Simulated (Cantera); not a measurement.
Source: NASA polynomial tables (part measured, part estimated), evaluated in Cantera. Values are per mole of reaction as written; species without (g) are pure solids or liquids, kept so even where they would boil at 1 bar.

2 NH3(g) + 3 I2(g) → 6 HI(g) + N2(g), with ΔH° = 62.8 kJ and ΔS° = 263.7 J/K at 300 K.

Q: How far is the shortcut ΔG° ≈ ΔH°(300 K) − T·ΔS°(300 K) from the full temperature-dependent value at 1250, 1325, 1400, 1475, 1550, 1625, 1700 K?

A: 
```csv
T (K),shortcut (kJ),full (kJ),difference (kJ),difference in log10 K
1250,-266.8,-277.3,10.5,-0.44
1325,-286.6,-298.2,11.6,-0.46
1400,-306.4,-319.1,12.7,-0.48
1475,-326.1,-340.0,13.8,-0.49
1550,-345.9,-360.8,14.9,-0.50
1625,-365.7,-381.7,16.0,-0.51
1700,-385.5,-402.5,17.0,-0.52
```
The shortcut ignores the heat-capacity change of the reaction.
